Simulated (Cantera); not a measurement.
Cantera run:

```python
import numpy as np
import cantera as ct

gas_names = """
    H H2 N NH NH2 NH3 N2 N2H2 N2H4 Si SiH SiH2 SiH3 SiH4 SiN Si2 Si2N Si3
""".split()
cond_names = """
    Si(cr) Si(L) Si3N4(a)
""".split()


def load(file, names, dense=False):
    # The tables refer to 1 bar. Condensed volumes are neglected.
    table = {s.name: s for s in ct.Species.list_from_file(file)}
    out = []
    for n in names:
        d = dict(table[n].input_data)
        d["thermo"] = dict(d["thermo"], **{"reference-pressure": 1e5})
        if dense:
            d["equation-of-state"] = {"model": "constant-volume", "density": "1e6 g/cm^3"}
        out.append(ct.Species.from_dict(d))
    return out


gas = ct.Solution(thermo="ideal-gas", species=load("nasa_gas.yaml", gas_names))
cond = {s.name: ct.Solution(thermo="fixed-stoichiometry", species=[s], name=s.name)
        for s in load("nasa_condensed.yaml", cond_names, dense=True)}
atoms = {
    'SiH4': {'Si': 1, 'H': 4},
    'NH3': {'N': 1, 'H': 3},
}
top_T = {'Si3N4(a)': 2400}  # K; cautious upper limits of use, not melting points


def equilibrate(T, P, feed):
    n = {}
    for name, mol in feed.items():
        for a, k in atoms[name].items():
            n[a] = n.get(a, 0.0) + k * mol
    gas.TPX = T, P, n
    mass = sum(n.values()) * gas.mean_molecular_weight
    gas.equilibrate("TP")
    valid = [c for c in cond.values() if c.min_temp <= T <= top_T.get(c.name, c.max_temp)]
    mix = ct.Mixture([(gas, mass / gas.mean_molecular_weight)] + [(c, 0.0) for c in valid])
    mix.T, mix.P = T, P
    mix.equilibrate("TP", solver="vcs", rtol=1e-11, max_steps=5000)
    return mix


results = []
feed = {'SiH4': 1, 'NH3': 0.15}  # mol
P = 1333.22  # Pa
for T in [1123, 1223, 1323, 1423, 1523, 1623, 1723, 1823, 1923, 2023, 2123]:
    mix = equilibrate(T, P, feed)
    results.append((T, P, feed, dict(zip(mix.species_names, mix.species_moles))))
    x = sorted(zip(gas.X, gas.species_names), reverse=True)
    print(f"T = {T:g} K  P = {P:g} Pa  gas = {mix.phase_moles(0):.4g} mol")
    print("   x: " + "  ".join(f"{s} {v:.3e}" for v, s in x if v > 1e-05))
    print("   condensed (mol): " + ("  ".join(f"{mix.phase(i).name} {mix.phase_moles(i):.4g}"
          for i in range(1, mix.n_phases) if mix.phase_moles(i) > 1e-12) or "none"))
```

It prints:

```
T = 1123 K  P = 1333.22 Pa  gas = 2.225 mol
   x: H2 1.000e+00
   condensed (mol): Si(cr) 0.8875  Si3N4(a) 0.0375
T = 1223 K  P = 1333.22 Pa  gas = 2.225 mol
   x: H2 1.000e+00
   condensed (mol): Si(cr) 0.8875  Si3N4(a) 0.0375
T = 1323 K  P = 1333.22 Pa  gas = 2.225 mol
   x: H2 9.999e-01  N2 6.772e-05  H 1.373e-05
   condensed (mol): Si(cr) 0.8877  Si3N4(a) 0.03742
T = 1423 K  P = 1333.22 Pa  gas = 2.227 mol
   x: H2 9.992e-01  N2 7.183e-04  H 5.750e-05
   condensed (mol): Si(cr) 0.8899  Si3N4(a) 0.0367
T = 1523 K  P = 1333.22 Pa  gas = 2.238 mol
   x: H2 9.942e-01  N2 5.552e-03  H 1.996e-04
   condensed (mol): Si(cr) 0.9061  Si3N4(a) 0.03129
T = 1623 K  P = 1333.22 Pa  gas = 2.301 mol
   x: H2 9.668e-01  N2 3.260e-02  H 5.886e-04  Si 1.173e-05
   condensed (mol): Si(cr) 1
T = 1723 K  P = 1333.22 Pa  gas = 2.302 mol
   x: H2 9.658e-01  N2 3.258e-02  H 1.552e-03  Si 7.376e-05  SiH2 1.640e-05  SiH 1.204e-05
   condensed (mol): Si(L) 0.9998
T = 1823 K  P = 1333.22 Pa  gas = 2.305 mol
   x: H2 9.634e-01  N2 3.253e-02  H 3.683e-03  Si 3.316e-04  SiH 4.015e-05  SiH2 3.384e-05
   condensed (mol): Si(L) 0.999
T = 1923 K  P = 1333.22 Pa  gas = 2.312 mol
   x: H2 9.581e-01  N2 3.242e-02  H 7.986e-03  Si 1.272e-03  SiH 1.177e-04  SiH2 6.449e-05  Si2N 1.179e-05  Si2 1.087e-05
   condensed (mol): Si(L) 0.9965
T = 2023 K  P = 1333.22 Pa  gas = 2.329 mol
   x: H2 9.470e-01  N2 3.218e-02  H 1.601e-02  Si 4.267e-03  SiH 3.084e-04  SiH2 1.144e-04  Si2 4.673e-05  Si2N 2.802e-05  SiN 2.180e-05
   condensed (mol): Si(L) 0.9886
T = 2123 K  P = 1333.22 Pa  gas = 2.367 mol
   x: H2 9.245e-01  N2 3.163e-02  H 2.987e-02  Si 1.275e-02  SiH 7.317e-04  SiH2 1.896e-04  Si2 1.745e-04  Si2N 6.088e-05  SiN 5.172e-05  Si3 3.530e-05
   condensed (mol): Si(L) 0.9661
```

Equilibrium computed with Cantera from the NASA thermochemical tables; the gas is ideal and each condensed phase is pure. Mutual solubility and eutectic melting of coexisting phases are not modelled. The tables' values for SiN are old estimates; treat these amounts as uncertain. Gases not in the tables: Si2H6 and higher silanes.
